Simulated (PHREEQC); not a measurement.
4.1 g of hydrous ferric oxide (600 m²/g; 0.2 weak and 0.005 strong sites per Fe, Dzombak-Morel constants, diffuse double layer) in 1 kg of water with 0.1 mol/kgw of an inert sodium salt, at 25 °C; the pH is set by adding NaOH or the inert anion's acid. O2 is buffered at 0.21 atm. The system is closed to CO2. No solid was allowed to form.

Model: ion-association model, wateq4f.dat, run in PHREEQC.

**Question.** Predict surface charge σ (C/m²), surface potential ψ (mV) at pH = 4.12, 4.5, 7.88.

**Answer.** 
| pH | surface charge σ (C/m²) | surface potential ψ (mV) |
|---|---|---|
| 4.12 | 0.312 | 144 |
| 4.5 | 0.274 | 138 |
| 7.88 | 0.008 | 11 |

The oxide is taken as insoluble; below pH 4 it would dissolve.
